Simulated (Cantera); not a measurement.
Input (Python, Cantera):

```python
import numpy as np
import cantera as ct

gas = ct.Solution("gri30.yaml")


def delay(T, t_max=10):
    gas.TPX = T, 57000, {'CH4': 1, 'O2': 1.18, 'N2': 4.42}
    reactor = ct.IdealGasReactor(gas, clone=False)
    net = ct.ReactorNet([reactor])
    net.rtol, net.atol = 1e-8, 1e-16
    while net.time < t_max:
        t_old, T_old = net.time, reactor.T
        net.step()
        if reactor.T > T + 400:  # ignition: a rise of 400 K
            return t_old + (T + 400 - T_old) / (reactor.T - T_old) * (net.time - t_old)
    return np.nan


taus = []
for T in [1000, 1075, 1150, 1225, 1300, 1375, 1450, 1525]:
    taus.append(delay(T))
    print(f"T0 = {T:6g} K   tau = {taus[-1]:.4e} s")
```

It prints:

```
T0 =   1000 K   tau = 2.5122e+00 s
T0 =   1075 K   tau = 6.6510e-01 s
T0 =   1150 K   tau = 1.9619e-01 s
T0 =   1225 K   tau = 6.3753e-02 s
T0 =   1300 K   tau = 2.2521e-02 s
T0 =   1375 K   tau = 8.5931e-03 s
T0 =   1450 K   tau = 3.5561e-03 s
T0 =   1525 K   tau = 1.6100e-03 s
```

Computed with Cantera and GRI-Mech 3.0 (53 species, 325 reactions).
